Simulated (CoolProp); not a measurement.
Saturation properties of nitrogen.

Computed with CoolProp (reference Helmholtz-energy equation of state, Span 2000).

```json
[
 {"T (K)": "72.7", "p (MPa)": "0.05634", "vapour density (kg/m³)": "2.687", "liquid cp (kJ/(kg K))": "2.023", "surface tension (mN/m)": "9.95", "liquid viscosity (µPa s)": "195"},
 {"T (K)": "75.4", "p (MPa)": "0.07995", "vapour density (kg/m³)": "3.708", "liquid cp (kJ/(kg K))": "2.033", "surface tension (mN/m)": "9.32", "liquid viscosity (µPa s)": "174"},
 {"T (K)": "78.1", "p (MPa)": "0.1105", "vapour density (kg/m³)": "?", "liquid cp (kJ/(kg K))": "2.045", "surface tension (mN/m)": "8.71", "liquid viscosity (µPa s)": "156"},
 {"T (K)": "80.8", "p (MPa)": "0.1493", "vapour density (kg/m³)": "6.599", "liquid cp (kJ/(kg K))": "2.060", "surface tension (mN/m)": "8.11", "liquid viscosity (µPa s)": "141"},
 {"T (K)": "83.5", "p (MPa)": "0.1975", "vapour density (kg/m³)": "8.561", "liquid cp (kJ/(kg K))": "2.079", "surface tension (mN/m)": "7.51", "liquid viscosity (µPa s)": "128"},
 {"T (K)": "86.2", "p (MPa)": "0.2565", "vapour density (kg/m³)": "10.93", "liquid cp (kJ/(kg K))": "2.101", "surface tension (mN/m)": "6.92", "liquid viscosity (µPa s)": "?"},
 {"T (K)": "88.9", "p (MPa)": "0.3277", "vapour density (kg/m³)": "13.77", "liquid cp (kJ/(kg K))": "2.128", "surface tension (mN/m)": "6.35", "liquid viscosity (µPa s)": "107"},
 {"T (K)": "91.6", "p (MPa)": "0.4124", "vapour density (kg/m³)": "17.15", "liquid cp (kJ/(kg K))": "2.161", "surface tension (mN/m)": "5.78", "liquid viscosity (µPa s)": "97.7"},
 {"T (K)": "94.3", "p (MPa)": "0.5121", "vapour density (kg/m³)": "21.13", "liquid cp (kJ/(kg K))": "2.201", "surface tension (mN/m)": "5.22", "liquid viscosity (µPa s)": "89.9"},
 {"T (K)": "97", "p (MPa)": "0.6282", "vapour density (kg/m³)": "?", "liquid cp (kJ/(kg K))": "2.250", "surface tension (mN/m)": "4.68", "liquid viscosity (µPa s)": "82.8"},
 {"T (K)": "99.7", "p (MPa)": "?", "vapour density (kg/m³)": "31.30", "liquid cp (kJ/(kg K))": "2.310", "surface tension (mN/m)": "4.14", "liquid viscosity (µPa s)": "76.4"},
 {"T (K)": "102.4", "p (MPa)": "0.9157", "vapour density (kg/m³)": "37.72", "liquid cp (kJ/(kg K))": "2.386", "surface tension (mN/m)": "3.62", "liquid viscosity (µPa s)": "70.6"},
 {"T (K)": "105.1", "p (MPa)": "1.090", "vapour density (kg/m³)": "45.26", "liquid cp (kJ/(kg K))": "2.483", "surface tension (mN/m)": "3.12", "liquid viscosity (µPa s)": "65.1"},
 {"T (K)": "107.8", "p (MPa)": "1.287", "vapour density (kg/m³)": "54.14", "liquid cp (kJ/(kg K))": "2.609", "surface tension (mN/m)": "2.63", "liquid viscosity (µPa s)": "?"},
 {"T (K)": "110.5", "p (MPa)": "1.509", "vapour density (kg/m³)": "64.67", "liquid cp (kJ/(kg K))": "2.779", "surface tension (mN/m)": "2.16", "liquid viscosity (µPa s)": "55.1"}
]
```

Q: Fill in the missing entries.

A: 
- 78.1, vapour density (kg/m³): 4.997
- 86.2, liquid viscosity (µPa s): 116
- 97, vapour density (kg/m³): 25.81
- 99.7, p (MPa): 0.7622
- 107.8, liquid viscosity (µPa s): 60.0

It boils at 77.4 K under 1 atm.

Viscosity comes from a separate model (Lemmon 2004). Surface tension comes from a separate correlation (Mulero 2012).
